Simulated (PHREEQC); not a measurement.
1 kg of water holding 0.018 mol MgCl2 meets 20 L of dry gas (CO2 0.6, N2 0.4 by moles) at fixed total pressure, at 60 °C; fugacities by Peng-Robinson. The gases take part in no redox reaction, some water evaporates into the gas, and hydrates or a liquid gas phase aren't modelled. No solid was allowed to form.

All values are PHREEQC results (ion-association model, phreeqc.dat), not measurements.

Predict dissolved CO2 (all carbonate carbon) (mol/kgw), φ of CO2, dissolved N2 (mol/kgw) at P (atm) = 10, 20, 100, 400.


```json
[
 {"P (atm)": "10", "dissolved CO2 (all carbonate carbon) (mol/kgw)": "0.0912", "φ of CO2": "0.963", "dissolved N2 (mol/kgw)": "0.00189"},
 {"P (atm)": "20", "dissolved CO2 (all carbonate carbon) (mol/kgw)": "0.176", "φ of CO2": "0.928", "dissolved N2 (mol/kgw)": "0.00379"},
 {"P (atm)": "100", "dissolved CO2 (all carbonate carbon) (mol/kgw)": "0.621", "φ of CO2": "0.693", "dissolved N2 (mol/kgw)": "0.0185"},
 {"P (atm)": "400", "dissolved CO2 (all carbonate carbon) (mol/kgw)": "0.939", "φ of CO2": "0.376", "dissolved N2 (mol/kgw)": "0.0682"}
]
```

At this temperature some constants are extrapolated from 25 °C, and those without enthalpy data are left unchanged.
